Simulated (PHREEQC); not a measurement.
**City or well water: speciation**

Synthetic water in mmol/kgw, 20 °C, pH 6.5, pe 11.3:

```json
[
 {"constituent": "Na", "mmol/kgw": "0.436"},
 {"constituent": "K", "mmol/kgw": "0.716"},
 {"constituent": "Ca", "mmol/kgw": "0.158"},
 {"constituent": "Mg", "mmol/kgw": "7.54e-05"},
 {"constituent": "Cl", "mmol/kgw": "1.29"},
 {"constituent": "S(6)", "mmol/kgw": "0.0731"},
 {"constituent": "Alkalinity (meq/kgw)", "mmol/kgw": "0.0901"},
 {"constituent": "Li", "mmol/kgw": "0.000183"}
]
```

Cl is adjusted to close the charge balance.
Valence states are taken as typed.

The numbers come from PHREEQC with the ion-association model, phreeqc.dat.

| Item | Result |
|---|---|
| ionic strength | 0.00169 mol/kgw |
| specific conductance | 173 µS/cm |

```json
[
 {"species": "Cl-", "molality": "0.00123", "activity": "0.00118", "log γ": "-0.020"},
 {"species": "K+", "molality": "0.000716", "activity": "0.000684", "log γ": "-0.020"},
 {"species": "Na+", "molality": "0.000436", "activity": "0.000417", "log γ": "-0.020"},
 {"species": "Ca+2", "molality": "0.000157", "activity": "0.000131", "log γ": "-0.078"},
 {"species": "HCO3-", "molality": "9.02e-5", "activity": "8.63e-5", "log γ": "-0.019"},
 {"species": "SO4-2", "molality": "7.14e-5", "activity": "5.96e-5", "log γ": "-0.078"},
 {"species": "CO2", "molality": "6.57e-5", "activity": "6.57e-5", "log γ": "0.000"},
 {"species": "CaSO4", "molality": "1.33e-6", "activity": "1.34e-6", "log γ": "0.000"}
]
```

Precipitation was switched off in this run.
